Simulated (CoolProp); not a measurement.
The fluid at 293.15 K and 0.493 MPa is compressed adiabatically to 1.66 MPa with isentropic efficiency 0.6. The same conditions are run with several fluids, on thermodynamics alone (safety and materials aside).

The numbers come from the reference Helmholtz-energy equation of state of each fluid (fluoroethane (R161): Wu 2012; nitrous oxide: Lemmon 2006; nitrogen: Span 2000; normal hydrogen: Leachman 2009) in CoolProp.

| fluid | work (kJ/kg) | final temperature (K) | final phase | final density (kg/m³) |
|---|---|---|---|---|
| fluoroethane (R161) | 99.3 | 376.5 | gas | 29.2 |
| nitrous oxide | 124 | 428.7 | gas | 21.0 |
| nitrogen | 211 | 494.6 | gas | 11.2 |
| normal hydrogen | 2940 | 496.0 | supercritical | 0.806 |
